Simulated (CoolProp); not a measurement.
A closed Brayton cycle with carbon dioxide: compressor inlet 307.15 K and 8.1 MPa, high pressure 19.7 MPa, turbine inlet 740 K, compressor efficiency 0.89, turbine efficiency 0.85, recuperator effectiveness 0 (on enthalpy, no pinch check). Each further row changes one setting.

The numbers come from the reference Helmholtz-energy equation of state, Span 1996 in CoolProp.

```tsv
case	thermal efficiency (%)	net work (kJ/kg)	compressor to turbine work	compressor exit (K)	turbine exit (K)
as stated	13.0	77.9	0.20	336.3	645.2
turbine inlet 690 K	13.0	?	?	336.3	?
compressor inlet 317.15 K	12.6	60.1	0.39	384.9	645.2
high pressure 16.7 MPa	?	?	?	?	?
recuperator effectiveness 0.5	18.8	77.9	0.20	336.3	645.2
```

**Question.** Complete the blanks.

**Answer.** 
- turbine inlet 690 K, net work (kJ/kg): 70.1
- turbine inlet 690 K, compressor to turbine work: 0.22
- turbine inlet 690 K, turbine exit (K): 598.6
- high pressure 16.7 MPa, thermal efficiency (%): 10.8
- high pressure 16.7 MPa, net work (kJ/kg): 65.8
- high pressure 16.7 MPa, compressor to turbine work: 0.19
- high pressure 16.7 MPa, compressor exit (K): 330.5
- high pressure 16.7 MPa, turbine exit (K): 662.5
